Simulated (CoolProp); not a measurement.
A Linde-Hampson liquefier for dry air: isothermal reversible compression at 200 K from 1 atm to 15 MPa, throttling to 1 atm, return gas leaving the recuperator 5 K below the feed. Each further row changes one setting.

The numbers come from the reference Helmholtz-energy equation of state, Lemmon 2000 in CoolProp. It is a pseudo-pure fit of the blend.

```json
[
 {"case": "as stated", "liquid yield per pass": "0.205", "compression work (kJ/kg of gas)": "270"},
 {"case": "high pressure 30 MPa", "liquid yield per pass": "0.268", "compression work (kJ/kg of gas)": "305"},
 {"case": "warm-end temperature 230 K", "liquid yield per pass": "0.132", "compression work (kJ/kg of gas)": "320"},
 {"case": "warm-end gap 10 K", "liquid yield per pass": "0.192", "compression work (kJ/kg of gas)": "270"}
]
```
